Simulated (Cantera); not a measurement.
Cantera run, input and output.

```python
import numpy as np
import cantera as ct

gas = ct.Solution("SiF4_NH3_mec.yaml", "gas")
gas.TPX = 2400, 12000, {'NH3': 1, 'N2': 0.62}
reactor = ct.IdealGasConstPressureReactor(gas, energy="off", clone=False)
net = ct.ReactorNet([reactor])
net.rtol, net.atol = 1e-08, 1e-18
show = ['NH3', 'N', 'NH', 'N2H4', 'N2H2', 'H', 'H2']
times = np.geomspace(3e-05, 60, 13)

steps = ct.SolutionArray(gas, extra=["t"])
rows = []
print(f"{'t/s':>10s}{'T/K':>9s}{'P/Pa':>11s}" + "".join(f"{s:>11s}" for s in show))
for t in times:
    while net.time < t:
        t_next = net.step()
        steps.append(gas.state, t=t_next)
    rows.append([np.interp(t, steps.t, y) for y in (steps.T, steps.P, *steps(*show).X.T)])
    print(f"{t:10.3e}{rows[-1][0]:9.1f}{rows[-1][1]:11.4g}" + "".join(f"{x:11.3e}" for x in rows[-1][2:]))
rate = np.gradient(steps.T, steps.t)
print("integrator steps:", len(steps.t))
if steps.T.max() > steps.T[0] + 200:
    print(f"time of steepest temperature rise: {steps.t[rate.argmax()]:.4e} s")
gas.TPX = 2400, 12000, {'NH3': 1, 'N2': 0.62}
gas.equilibrate("TP")
print(f"equilibrium (TP): T = {gas.T:.1f} K  " + "  ".join(f"{s} {gas[s].X[0]:.3e}" for s in show))
```

Result:

```
       t/s      T/K       P/Pa        NH3          N         NH       N2H4       N2H2          H         H2
 3.000e-05   2400.0    1.2e+04  6.150e-01  3.280e-08  8.950e-06  1.101e-08  1.118e-06  9.944e-06  8.906e-04
 1.005e-04   2400.0    1.2e+04  6.092e-01  3.520e-07  5.374e-05  8.623e-08  1.250e-05  2.507e-05  4.034e-03
 3.367e-04   2400.0    1.2e+04  5.872e-01  1.839e-06  9.724e-05  1.382e-07  2.418e-05  9.576e-05  2.345e-02
 1.128e-03   2400.0    1.2e+04  5.193e-01  5.484e-06  1.200e-04  8.830e-08  1.956e-05  2.690e-04  8.714e-02
 3.780e-03   2400.0    1.2e+04  3.555e-01  1.013e-05  1.288e-04  4.099e-08  1.141e-05  7.009e-04  2.398e-01
 1.266e-02   2400.0    1.2e+04  1.210e-01  1.286e-05  9.904e-05  8.437e-09  3.136e-06  1.756e-03  4.578e-01
 4.243e-02   2400.0    1.2e+04  3.674e-03  1.511e-05  3.384e-05  7.931e-11  8.089e-08  6.878e-03  5.636e-01
 1.421e-01   2400.0    1.2e+04  2.290e-06  1.099e-06  5.041e-07  7.212e-16  3.089e-12  3.235e-02  5.471e-01
 4.762e-01   2400.0    1.2e+04  4.181e-07  2.377e-07  1.031e-07  2.714e-17  6.988e-13  3.414e-02  5.457e-01
 1.595e+00   2400.0    1.2e+04  3.649e-07  2.075e-07  8.995e-08  2.072e-17  6.761e-13  3.414e-02  5.457e-01
 5.345e+00   2400.0    1.2e+04  3.649e-07  2.075e-07  8.995e-08  2.072e-17  6.761e-13  3.414e-02  5.457e-01
 1.791e+01   2400.0    1.2e+04  3.649e-07  2.075e-07  8.995e-08  2.072e-17  6.761e-13  3.414e-02  5.457e-01
 6.000e+01   2400.0    1.2e+04  3.649e-07  2.075e-07  8.995e-08  2.072e-17  6.761e-13  3.414e-02  5.457e-01
integrator steps: 1875
equilibrium (TP): T = 2400.0 K  NH3 3.649e-07  N 2.075e-07  NH 8.995e-08  N2H4 2.072e-17  N2H2 6.761e-13  H 3.414e-02  H2 5.457e-01
```

Cantera simulation using the gas-phase N/H chemistry of the illustrative SiF4/NH3 mechanism in the Surface Chemkin manual (1991); the numbers are that mechanism's predictions, not measurements. Walls and surfaces, which speed up NH3 decomposition in real reactors, are not modelled.
